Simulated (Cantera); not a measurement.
Low-pressure radical oxidation in H2/O2

An isothermal, constant-pressure homogeneous reactor starts with 1.39 % H2, 60.5 % O2, 38.1 % N2, at 1250 K and 0.0132 atm.

Model: the H2/O2 subset of GRI-Mech 3.0, which has no nitrogen chemistry, integrated in Cantera. Radical loss at walls, strong at low pressure, is not modelled.

| t (s) | x H2 | x O2 | x HO2 | x H | x H2O2 |
|---|---|---|---|---|---|
| 0.000200 | 0.0139 | 0.605 | 3.84e-9 | 1.64e-9 | <1e-12 |
| 0.000570 | 0.0139 | 0.605 | 1.09e-8 | 5.56e-9 | 5.20e-12 |
| 0.00162 | 0.0139 | 0.605 | 3.22e-8 | 1.05e-7 | 4.07e-11 |
| 0.00462 | 0.0118 | 0.603 | 1.05e-6 | 0.000300 | 1.29e-8 |
| 0.0132 | 0.000121 | 0.593 | 9.17e-7 | 0.00106 | 2.23e-8 |
| 0.0375 | 0.000104 | 0.594 | 8.68e-7 | 0.000853 | 2.18e-8 |
| 0.107 | 7.33e-5 | 0.597 | 7.53e-7 | 0.000496 | 2.10e-8 |
| 0.304 | 3.34e-5 | 0.600 | 5.24e-7 | 0.000149 | 1.78e-8 |
| 0.866 | 8.67e-6 | 0.601 | 2.49e-7 | 1.94e-5 | 1.12e-8 |
| 2.47 | 1.57e-6 | 0.602 | 7.86e-8 | 1.49e-6 | 4.60e-9 |
| 7.02 | 2.74e-7 | 0.602 | 2.01e-8 | 1.09e-7 | 1.36e-9 |
| 20.0 | 5.62e-8 | 0.602 | 6.57e-9 | 1.02e-8 | 3.67e-10 |
x: mole fraction; the columns are a selection and need not sum to one.

Equilibrium at this temperature and pressure: H2 5.43e-9, O2 0.602, HO2 6.41e-9, H 3.11e-10, H2O2 4.62e-11 (gas phase only).
